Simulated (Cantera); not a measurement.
Mixture: CH4 : H2 : O2 : N2 : CO2 = 1 : 0.16 : 1.89 : 10 : 2.1 (molar parts), at 4.93 atm, adiabatic and at constant pressure. Ignition delay is the time to a rise of 400 K.

Cantera simulation using GRI-Mech 3.0 (53 species, 325 reactions); the numbers are that mechanism's predictions, not measurements. Below about 1000 K GRI-Mech 3.0 lacks low-temperature oxidation paths. Below about 950 K walls govern HO2 and H2O2 in real vessels.

Question: Predict: delay at 923 K; delay at 1123 K; delay at 1323 K; delay at 1523 K; delay at 1723 K; apparent activation energy between 1523 and 1723 K.

Answer: 
| Property | Value |
|---|---|
| delay at 923 K | 0.184 s |
| delay at 1123 K | 7.53 ms |
| delay at 1323 K | 1.43 ms |
| delay at 1523 K | 0.262 ms |
| delay at 1723 K | 56.4 µs |
| apparent activation energy between 1523 and 1723 K | 170 kJ/mol |
